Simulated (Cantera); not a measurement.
Input (Python, Cantera) and output of one run.

```python
import numpy as np
import cantera as ct

gas_names = """
    Ca CaF CaF2 CaO CaOH CaO2H2 Ca2 F FO FO2 F2 F2O H HF HOF HO2 H2 H2F2 H2O H2O2 H3F3 H4F4 H5F5 H6F6
    H7F7 O OH O2 O3
""".split()
cond_names = """
    Ca(a) Ca(b) Ca(L) CaF2(a) CaF2(b) CaF2(L) CaO(s) CaO(L) CaO2H2(s) H2O(s) H2O(L)
""".split()


def load(file, names, dense=False):
    # The tables refer to 1 bar. Condensed volumes are neglected.
    table = {s.name: s for s in ct.Species.list_from_file(file)}
    out = []
    for n in names:
        d = dict(table[n].input_data)
        d["thermo"] = dict(d["thermo"], **{"reference-pressure": 1e5})
        if dense:
            d["equation-of-state"] = {"model": "constant-volume", "density": "1e6 g/cm^3"}
        out.append(ct.Species.from_dict(d))
    return out


gas = ct.Solution(thermo="ideal-gas", species=load("nasa_gas.yaml", gas_names))
cond = {s.name: ct.Solution(thermo="fixed-stoichiometry", species=[s], name=s.name)
        for s in load("nasa_condensed.yaml", cond_names, dense=True)}
atoms = {
    'CaO': {'Ca': 1, 'O': 1},
    'HF': {'H': 1, 'F': 1},
    'O2': {'O': 2},
}
top_T = {}  # K; cautious upper limits of use, not melting points


def equilibrate(T, P, feed):
    n = {}
    for name, mol in feed.items():
        for a, k in atoms[name].items():
            n[a] = n.get(a, 0.0) + k * mol
    gas.TPX = T, P, n
    mass = sum(n.values()) * gas.mean_molecular_weight
    gas.equilibrate("TP")
    valid = [c for c in cond.values() if c.min_temp <= T <= top_T.get(c.name, c.max_temp)]
    mix = ct.Mixture([(gas, mass / gas.mean_molecular_weight)] + [(c, 0.0) for c in valid])
    mix.T, mix.P = T, P
    mix.equilibrate("TP", solver="vcs", rtol=1e-11, max_steps=5000)
    return mix


results = []
feed = {'CaO': 1, 'HF': 1.3, 'O2': 1.6}  # mol
T = 1648.15  # K
for P in [1, 5.2, 27, 140, 720, 3700, 19000, 100000]:
    mix = equilibrate(T, P, feed)
    results.append((T, P, feed, dict(zip(mix.species_names, mix.species_moles))))

top = {s: max(r[3][s] / sum(r[3][g] for g in gas_names) for r in results) for s in gas_names}
cols = sorted((s for s in top if top[s] > 1e-06), key=lambda s: -top[s])[:6]
seen = [c for c in cond_names if any(r[3].get(c, 0) > 1e-12 for r in results)]
print("log10 of partial pressures in bar; condensed amounts in mol")
print(f"{'P/Pa':>10s}" + "".join(f"{s[:9]:>10s}" for s in cols + seen))
for T, P, feed, n in results:
    ng = sum(n[g] for g in gas_names)
    print(f"{P:10.4g}" + "".join(f"{np.log10(max(n[s] / ng * P / 1e5, 1e-99)):10.3f}" for s in cols)
          + "".join(f"{n.get(c, 0):10.4g}" for c in seen))
```

Output:

```
log10 of partial pressures in bar; condensed amounts in mol
      P/Pa        O2        HF       H2O      CaF2         O        OH   CaF2(b)    CaO(s)
         1    -5.263    -5.470    -6.289    -6.269    -7.227    -7.388         0    0.8431
       5.2    -4.545    -4.752    -5.567    -5.555    -6.868    -6.847         0    0.8442
        27    -3.828    -4.036    -4.849    -4.841    -6.510    -6.309         0    0.8449
       140    -3.088    -3.371    -3.928    -4.431    -6.140    -5.664    0.1605    0.7669
       720    -2.337    -2.869    -2.924    -4.431    -5.764    -4.974    0.4023    0.5848
      3700    -1.602    -2.446    -2.079    -4.431    -5.397    -4.367     0.533    0.4646
   1.9e+04    -0.880    -2.061    -1.308    -4.431    -5.036    -3.801    0.5968    0.4027
     1e+05    -0.153    -1.687    -0.560    -4.431    -4.672    -3.246    0.6265    0.3734
```

Method: chemical equilibrium by Gibbs-energy minimisation in Cantera with the NASA 1993 tables (ideal gas, pure condensed phases). Mutual solubility and eutectic melting of coexisting phases are not modelled.
